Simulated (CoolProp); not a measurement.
Nitrogen at 186.69 K and 8.89 MPa flows at 0.83 m/s in a round tube of 20 mm bore and 1.5 µm roughness, fully developed (64/Re and Nu = 3.66 if laminar; Colebrook and Gnielinski if turbulent). Each further row changes one setting.

Model: reference Helmholtz-energy equation of state, Span 2000, in CoolProp.

| case | Reynolds number | Darcy friction factor | pressure drop (Pa/m) | heat-transfer coefficient (W/(m² K)) | mass flow (kg/h) |
|---|---|---|---|---|---|
| as stated | 196000 | 0.0163 | 56.3 | 584 | 189 |
| velocity 1.66 m/s | 392000 | 0.0146 | 202 | 1050 | 377 |
| diameter 40 mm | 392000 | 0.0142 | 24.6 | 511 | 755 |

Viscosity comes from a separate model (Lemmon 2004). Thermal conductivity comes from a separate model (Lemmon 2004).
